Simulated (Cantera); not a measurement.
Cantera with NASA thermochemical tables; ideal gases at 1 bar, condensed phases pure. Values are per mole of reaction as written; species without (g) are pure solids or liquids, kept so even where they would boil at 1 bar.

Task: Between 300 and 2523 K, where is each reaction favourable under standard conditions?
- H2O(g) + 3 Ti4O7 ⇌ 2 OH(g) + 4 Ti3O5

Result: 
- H2O(g) + 3 Ti4O7 ⇌ 2 OH(g) + 4 Ti3O5: ΔG° is 668 kJ at 300 K and 251 kJ at 2523 K; it stays positive (K < 1). ΔH° is 762 kJ and ΔS° 203 J/K at 2523 K.
